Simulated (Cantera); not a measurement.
**Hydrogen reduction and annealing atmospheres: Cu2O + H2 + H2O**

A closed system holds: 1 mol Cu2O, 1000 mol H2, 0.069 mol H2O, equilibrated at 230 Pa.

These are equilibrium values from Cantera (NASA tables, ideal gas, pure condensed phases), not measurements of a reactor. Candidate condensed phases: Cu, CuO, Cu(OH)2, Cu2O, H2O; 12 gas species. Kinetics and transport are ignored.

| T (°C) | x H2 | x Cu | x H2O | x H | x Cu2 | x OH | n Cu(s) | n Cu(l) |
|---|---|---|---|---|---|---|---|---|
| 502 | 0.999 | <1e-12 | 0.00107 | 2.07e-11 | <1e-12 | <1e-12 | 2.00 | 0 |
| 602 | 0.999 | 2.19e-11 | 0.00107 | 1.05e-9 | <1e-12 | <1e-12 | 2.00 | 0 |
| 702 | 0.999 | 2.43e-9 | 0.00107 | 2.38e-8 | <1e-12 | <1e-12 | 2.00 | 0 |
| 802 | 0.999 | 1.11e-7 | 0.00107 | 3.06e-7 | <1e-12 | 1.24e-12 | 2.00 | 0 |
| 902 | 0.999 | 2.63e-6 | 0.00107 | 2.55e-6 | 5.56e-11 | 1.91e-11 | 2.00 | 0 |
| 1002 | 0.999 | 3.76e-5 | 0.00107 | 1.54e-5 | 2.41e-9 | 1.91e-10 | 1.96 | 0 |
| 1102 | 0.999 | 0.000358 | 0.00107 | 7.14e-5 | 5.77e-8 | 1.37e-9 | 0 | 1.64 |
| 1202 | 0.997 | 0.00199 | 0.00107 | 0.000270 | 5.68e-7 | 7.57e-9 | 0 | 0 |
x: gas mole fraction; n: condensed amount in mol.

From 502 °C to 1002 °C the condensed part is Cu(s). At 1102 °C the condensed part is Cu(l). At 1202 °C nothing is condensed.
